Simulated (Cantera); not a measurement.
Input: 1 mol B₂H₆, 1.6 mol O₂, 24 mol H₂, held at 1750 K and 0.270 Torr.

Method: chemical equilibrium by Gibbs-energy minimisation in Cantera with the NASA 1993 tables (ideal gas, pure condensed phases). Candidate condensed phases: B, B₂O₃, B₃O₃H₃, H₂O; 23 gas species. The feed counts by its element totals alone. The numbers say what is thermodynamically allowed, not how fast it happens.

Base state: H₂ 0.927, HBO₂ 0.0262, HBO 0.0140, B₂O₃ 0.0128, H 0.0118, H₂O 0.00357, BO 0.00336, B₂O₂ 0.000885 (mole fractions); condensed: gas only.

Question: What changes in the equilibrium state with this change: pressure from 0.270 Torr to 383 Torr?

Answer: 
```csv
species,before,after
H₂,0.927,0.971
HBO₂,0.0262,0.0141
HBO,0.0140,0.00700
H,0.0118,0.000321
B₂O₃,0.0128,0.00328
B₃O₃H₃,<1e-9,1.26e-5
BO,0.00336,4.36e-5
BO₂,2.38e-5,3.32e-7
B₂O₂,0.000885,0.000211
"B₂O₃(l), mol",0,0.615
```
